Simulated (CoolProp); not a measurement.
Vapour-liquid equilibrium of R125 (1) + isobutane (2) at 41.85 °C; x and y are mole fractions of (1).

The numbers come from the multi-fluid Helmholtz-energy mixture model, Lemmon 2005 and Bücker 2006; pair parameters Bell 2016 in CoolProp.

```json
[
 {"x": "0.05", "bubble pressure, mixture model (kPa)": "750.4", "bubble pressure, Raoult's law (kPa)": "634.6", "y, mixture model": "0.256", "y, Raoult's law": "0.165"},
 {"x": "0.15", "bubble pressure, mixture model (kPa)": "1077", "bubble pressure, Raoult's law (kPa)": "788.7", "y, mixture model": "0.489", "y, Raoult's law": "0.399"},
 {"x": "0.25", "bubble pressure, mixture model (kPa)": "1329", "bubble pressure, Raoult's law (kPa)": "942.9", "y, mixture model": "0.599", "y, Raoult's law": "0.557"},
 {"x": "0.35", "bubble pressure, mixture model (kPa)": "1521", "bubble pressure, Raoult's law (kPa)": "1097", "y, mixture model": "0.663", "y, Raoult's law": "0.670"},
 {"x": "0.45", "bubble pressure, mixture model (kPa)": "1669", "bubble pressure, Raoult's law (kPa)": "1251", "y, mixture model": "0.708", "y, Raoult's law": "0.755"},
 {"x": "0.55", "bubble pressure, mixture model (kPa)": "1788", "bubble pressure, Raoult's law (kPa)": "1405", "y, mixture model": "0.746", "y, Raoult's law": "0.821"},
 {"x": "0.65", "bubble pressure, mixture model (kPa)": "1890", "bubble pressure, Raoult's law (kPa)": "1560", "y, mixture model": "0.784", "y, Raoult's law": "0.875"},
 {"x": "0.75", "bubble pressure, mixture model (kPa)": "1980", "bubble pressure, Raoult's law (kPa)": "1714", "y, mixture model": "0.826", "y, Raoult's law": "0.919"},
 {"x": "0.85", "bubble pressure, mixture model (kPa)": "2054", "bubble pressure, Raoult's law (kPa)": "1868", "y, mixture model": "0.880", "y, Raoult's law": "0.955"},
 {"x": "0.95", "bubble pressure, mixture model (kPa)": "2098", "bubble pressure, Raoult's law (kPa)": "2022", "y, mixture model": "0.953", "y, Raoult's law": "0.986"}
]
```

The largest gap from Raoult's law is +40.9 % in bubble pressure, at x = 0.25. No azeotrope shows between x = 0.05 and 0.95.

The pair parameters rest on a limited set of measurements; away from them the model extrapolates.
